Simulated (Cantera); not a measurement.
A Cantera script and its output.

```python
import numpy as np
import cantera as ct

gas = ct.Solution("h2o2.yaml")
gas.TPX = 1075, 390, {'H2': 0.0064, 'O2': 1}
reactor = ct.IdealGasConstPressureReactor(gas, energy="off", clone=False)
net = ct.ReactorNet([reactor])
net.rtol, net.atol = 1e-08, 1e-18
show = ['H2', 'O2', 'OH', 'H', 'H2O2']
times = np.geomspace(4e-06, 1, 10)

steps = ct.SolutionArray(gas, extra=["t"])
rows = []
print(f"{'t/s':>10s}{'T/K':>9s}{'P/Pa':>11s}" + "".join(f"{s:>11s}" for s in show))
for t in times:
    while net.time < t:
        t_next = net.step()
        steps.append(gas.state, t=t_next)
    rows.append([np.interp(t, steps.t, y) for y in (steps.T, steps.P, *steps(*show).X.T)])
    print(f"{t:10.3e}{rows[-1][0]:9.1f}{rows[-1][1]:11.4g}" + "".join(f"{x:11.3e}" for x in rows[-1][2:]))
rate = np.gradient(steps.T, steps.t)
print("integrator steps:", len(steps.t))
if steps.T.max() > steps.T[0] + 200:
    print(f"time of steepest temperature rise: {steps.t[rate.argmax()]:.4e} s")
gas.TPX = 1075, 390, {'H2': 0.0064, 'O2': 1}
gas.equilibrate("TP")
print(f"equilibrium (TP): T = {gas.T:.1f} K  " + "  ".join(f"{s} {gas[s].X[0]:.3e}" for s in show))
```

Output:

```
       t/s      T/K       P/Pa         H2         O2         OH          H       H2O2
 4.000e-06   1075.0        390  6.359e-03  9.936e-01  3.610e-15  4.794e-13  4.472e-20
 1.592e-05   1075.0        390  6.359e-03  9.936e-01  5.481e-14  1.867e-12  6.894e-19
 6.333e-05   1075.0        390  6.359e-03  9.936e-01  8.160e-13  6.833e-12  1.092e-17
 2.520e-04   1075.0        390  6.359e-03  9.936e-01  1.031e-11  2.027e-11  1.728e-16
 1.003e-03   1075.0        390  6.359e-03  9.936e-01  8.668e-11  4.088e-11  2.732e-15
 3.989e-03   1075.0        390  6.359e-03  9.936e-01  5.795e-10  1.148e-10  4.320e-14
 1.587e-02   1075.0        390  6.359e-03  9.936e-01  1.692e-08  2.620e-09  6.870e-13
 6.316e-02   1075.0        390  3.862e-03  9.914e-01  7.437e-04  2.530e-04  2.056e-08
 2.513e-01   1075.0        390  1.743e-05  9.884e-01  3.201e-04  2.276e-04  3.680e-09
 1.000e+00   1075.0        390  1.163e-05  9.901e-01  2.618e-04  1.228e-04  3.669e-09
integrator steps: 738
equilibrium (TP): T = 1075.0 K  H2 7.228e-11  O2 9.936e-01  OH 6.724e-07  H 2.011e-12  H2O2 2.735e-12
```

Computed with Cantera and the H2/O2 subset of GRI-Mech 3.0, which has no nitrogen chemistry. Radical loss at walls, strong at low pressure, is not modelled.
